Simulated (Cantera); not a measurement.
Charge: 1 mol Si₃N₄, 2.4 mol H₂O, 57 mol H₂, equilibrated at 0.160 Pa.

These are equilibrium values from Cantera (NASA tables, ideal gas, pure condensed phases), not measurements of a reactor. Candidate condensed phases: H₂O, Si, SiO₂, Si₂N₂O, Si₃N₄; 35 gas species. Kinetics and transport are ignored. All values below are at 1275 K.

Base state: H₂ 0.948, SiO 0.0287, N₂ 0.0224, H 0.000568 (mole fractions); condensed: Si₂N₂O(s).

Problem. What changes in the equilibrium state with this change: Si₃N₄ replaced by SiC?

Solution. 
| species | before | after |
|---|---|---|
| H₂ | 0.948 | 0.973 |
| CO | 0 | 0.0164 |
| SiO | 0.0287 | 0.00988 |
| N₂ | 0.0224 | 0 |
| H₂O | 9.78e-9 | 4.81e-5 |
| H | 0.000568 | 0.000575 |
| Si₂N₂O(s), mol | 0.600 | 0 |
| SiO₂(β-quartz), mol | 0 | 0.397 |
The tables hold silica as quartz up to 1696 K and as liquid above; real silica turns to tridymite and cristobalite and melts near 1996 K. Further candidate phases: C, C₆H₆, C₇H₈, C₈H₁₈, SiC.
